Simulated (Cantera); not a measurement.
Input (Python, Cantera) and output of one run.

```python
import numpy as np
import cantera as ct

gas_names = """
    H HO2 H2 H2O H2O2 H2S H2SO4 Mg MgH MgO MgOH MgO2H2 MgS Mg2 O OH O2 O3 S SH SO SO2 SO3 S2 S2O S8
""".split()
cond_names = """
    H2O(s) H2O(L) H2SO4(L) Mg(cr) Mg(L) MgO(s) MgO(L) MgO2H2(s) MgS(s) MgSO4(s) MgSO4(L) S(cr1) S(cr2)
    S(L)
""".split()


def load(file, names, dense=False):
    # The tables refer to 1 bar. Condensed volumes are neglected.
    table = {s.name: s for s in ct.Species.list_from_file(file)}
    out = []
    for n in names:
        d = dict(table[n].input_data)
        d["thermo"] = dict(d["thermo"], **{"reference-pressure": 1e5})
        if dense:
            d["equation-of-state"] = {"model": "constant-volume", "density": "1e6 g/cm^3"}
        out.append(ct.Species.from_dict(d))
    return out


gas = ct.Solution(thermo="ideal-gas", species=load("nasa_gas.yaml", gas_names))
cond = {s.name: ct.Solution(thermo="fixed-stoichiometry", species=[s], name=s.name)
        for s in load("nasa_condensed.yaml", cond_names, dense=True)}
atoms = {
    'MgO': {'Mg': 1, 'O': 1},
    'H2S': {'H': 2, 'S': 1},
    'O2': {'O': 2},
}
top_T = {'MgS(s)': 2250}  # K; cautious upper limits of use, not melting points


def equilibrate(T, P, feed):
    n = {}
    for name, mol in feed.items():
        for a, k in atoms[name].items():
            n[a] = n.get(a, 0.0) + k * mol
    gas.TPX = T, P, n
    mass = sum(n.values()) * gas.mean_molecular_weight
    gas.equilibrate("TP")
    valid = [c for c in cond.values() if c.min_temp <= T <= top_T.get(c.name, c.max_temp)]
    mix = ct.Mixture([(gas, mass / gas.mean_molecular_weight)] + [(c, 0.0) for c in valid])
    mix.T, mix.P = T, P
    mix.equilibrate("TP", solver="vcs", rtol=1e-11, max_steps=5000)
    return mix


results = []
feed = {'MgO': 1, 'H2S': 0.11, 'O2': 0.4}  # mol
P = 1100  # Pa
for T in [900, 1000, 1100, 1200, 1300, 1400, 1500]:
    mix = equilibrate(T, P, feed)
    results.append((T, P, feed, dict(zip(mix.species_names, mix.species_moles))))

top = {s: max(r[3][s] / sum(r[3][g] for g in gas_names) for r in results) for s in gas_names}
cols = sorted((s for s in top if top[s] > 1e-05), key=lambda s: -top[s])[:5]
seen = [c for c in cond_names if any(r[3].get(c, 0) > 1e-12 for r in results)]
print("log10 of partial pressures in bar; condensed amounts in mol")
print(f"{'T/K':>10s}" + "".join(f"{s[:9]:>10s}" for s in cols + seen))
for T, P, feed, n in results:
    ng = sum(n[g] for g in gas_names)
    print(f"{T:10.4g}" + "".join(f"{np.log10(max(n[s] / ng * P / 1e5, 1e-99)):10.3f}" for s in cols)
          + "".join(f"{n.get(c, 0):10.4g}" for c in seen))
```

It prints:

```
log10 of partial pressures in bar; condensed amounts in mol
       T/K        O2       H2O       SO2       SO3        OH    MgO(s)  MgSO4(s)
       900    -2.166    -2.380    -6.652    -6.910    -8.944      0.89      0.11
      1000    -2.167    -2.382    -4.466    -5.293    -8.003     0.891     0.109
      1100    -2.236    -2.541    -2.657    -3.981    -7.327    0.9782   0.02183
      1200    -2.246    -2.574    -2.583    -4.296    -6.703         1         0
      1300    -2.246    -2.575    -2.579    -4.615    -6.158         1         0
      1400    -2.246    -2.575    -2.577    -4.889    -5.691         1         0
      1500    -2.246    -2.576    -2.576    -5.127    -5.286         1         0
```

Equilibrium computed with Cantera from the NASA thermochemical tables; the gas is ideal and each condensed phase is pure. Mutual solubility and eutectic melting of coexisting phases are not modelled.
